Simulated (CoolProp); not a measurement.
Vapour-liquid equilibrium of 1-butene (1) + acetone (2) at 652 kPa; x and y are mole fractions of (1).

Model: multi-fluid Helmholtz-energy mixture model, Lemmon 2005 and Lemmon 2006; pair parameters Bell 2016, in CoolProp.

| x | bubble temperature, mixture model (K) | bubble temperature, Raoult's law (K) | y, mixture model | y, Raoult's law |
|---|---|---|---|---|
| 0.05 | 384.7 | 389.7 | 0.247 | 0.186 |
| 0.15 | 366.0 | 378.0 | 0.553 | 0.451 |
| 0.25 | 353.8 | 368.3 | 0.701 | 0.623 |
| 0.35 | 346.1 | 360.0 | 0.778 | 0.739 |
| 0.45 | 341.1 | 352.9 | 0.824 | 0.820 |
| 0.55 | 337.6 | 346.7 | 0.855 | 0.877 |
| 0.65 | 334.8 | 341.3 | 0.881 | 0.919 |
| 0.75 | 332.4 | 336.6 | 0.906 | 0.950 |
| 0.85 | 330.1 | 332.3 | 0.936 | 0.974 |
| 0.95 | 327.9 | 328.5 | 0.975 | 0.992 |

The largest gap from Raoult's law is -14.5 K in bubble temperature, at x = 0.25. No azeotrope shows between x = 0.05 and 0.95.

The pair parameters rest on a limited set of measurements; away from them the model extrapolates.
